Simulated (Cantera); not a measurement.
A Cantera script and its output.

```python
import numpy as np
import cantera as ct

gas = ct.Solution("gri30.yaml")


def delay(T, t_max=10):
    gas.TPX = T, 2700000, {'CH4': 1, 'H2': 0.098, 'O2': 1.21, 'N2': 4.53}
    reactor = ct.IdealGasConstPressureReactor(gas, clone=False)
    net = ct.ReactorNet([reactor])
    net.rtol, net.atol = 1e-8, 1e-16
    while net.time < t_max:
        t_old, T_old = net.time, reactor.T
        net.step()
        if reactor.T > T + 400:  # ignition: a rise of 400 K
            return t_old + (T + 400 - T_old) / (reactor.T - T_old) * (net.time - t_old)
    return np.nan


taus = []
for T in [1075, 1175, 1275, 1375, 1475, 1575, 1675, 1775, 1875, 1975]:
    taus.append(delay(T))
    print(f"T0 = {T:6g} K   tau = {taus[-1]:.4e} s")
```

It prints:

```
T0 =   1075 K   tau = 2.2026e-03 s
T0 =   1175 K   tau = 6.9983e-04 s
T0 =   1275 K   tau = 3.0477e-04 s
T0 =   1375 K   tau = 1.4427e-04 s
T0 =   1475 K   tau = 6.8718e-05 s
T0 =   1575 K   tau = 3.2747e-05 s
T0 =   1675 K   tau = 1.5838e-05 s
T0 =   1775 K   tau = 7.9214e-06 s
T0 =   1875 K   tau = 4.1655e-06 s
T0 =   1975 K   tau = 2.3272e-06 s
```

Model: GRI-Mech 3.0 (53 species, 325 reactions), integrated in Cantera. The pressure lies above the range GRI-Mech 3.0 was tuned for (to about 10 atm).
